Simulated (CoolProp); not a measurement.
Vapour-liquid equilibrium of n-heptane (1) + o-xylene (2) at 312.6 K; x and y are mole fractions of (1).

Values from CoolProp's multi-fluid Helmholtz-energy mixture model, Span 2003 and Zhou 2012; pair parameters Bell 2016.

| x | bubble pressure, mixture model (bar) | bubble pressure, Raoult's law (bar) | y, mixture model | y, Raoult's law |
|---|---|---|---|---|
| 0.05 | 0.02798 | 0.02503 | 0.319 | 0.240 |
| 0.125 | 0.03858 | 0.03255 | 0.541 | 0.462 |
| 0.2 | 0.04788 | 0.04007 | 0.658 | 0.600 |
| 0.275 | 0.05620 | 0.04759 | 0.731 | 0.695 |
| 0.35 | 0.06379 | 0.05511 | 0.783 | 0.764 |
| 0.425 | 0.07083 | 0.06264 | 0.822 | 0.816 |
| 0.5 | 0.07751 | 0.07016 | 0.854 | 0.857 |
| 0.575 | 0.08394 | 0.07768 | 0.882 | 0.890 |
| 0.65 | 0.09024 | 0.08520 | 0.906 | 0.918 |
| 0.725 | 0.09650 | 0.09272 | 0.928 | 0.941 |
| 0.8 | 0.1028 | 0.1002 | 0.948 | 0.960 |
| 0.875 | 0.1092 | 0.1078 | 0.968 | 0.977 |
| 0.95 | 0.1158 | 0.1153 | 0.987 | 0.991 |

The largest gap from Raoult's law is +19.5 % in bubble pressure, at x = 0.2. No azeotrope shows between x = 0.05 and 0.95.

The pair parameters rest on a limited set of measurements; away from them the model extrapolates.
